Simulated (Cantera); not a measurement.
Mixture: H2 : O2 : N2 = 1 : 0.893 : 3.3 (molar parts), equivalence ratio 0.56, at 7500 Torr, adiabatic and at constant pressure. Ignition delay is the time to a rise of 400 K.

Computed with Cantera and GRI-Mech 3.0 (53 species, 325 reactions). The hydrogen kinetics of GRI-Mech 3.0 are dated; newer H2 mechanisms differ, most at raised pressure. Where the delays flatten at high temperature, the 400 K rule measures the pace of heat release, not the induction time.

Question: What does this change do: O2 0.893 to 0.37 parts?

Answer: 
| quantity | before | after |
|---|---|---|
| delay at 1275 K | 7.04 µs | 11.7 µs |
| delay at 1325 K | 4.06 µs | 6.87 µs |
| delay at 1375 K | 2.83 µs | 4.83 µs |
| delay at 1425 K | 2.16 µs | 3.71 µs |
| delay at 1475 K | 1.73 µs | 3.00 µs |
| delay at 1525 K | 1.44 µs | 2.51 µs |
| apparent activation energy between 1425 and 1525 K | 73 kJ/mol | 70 kJ/mol |
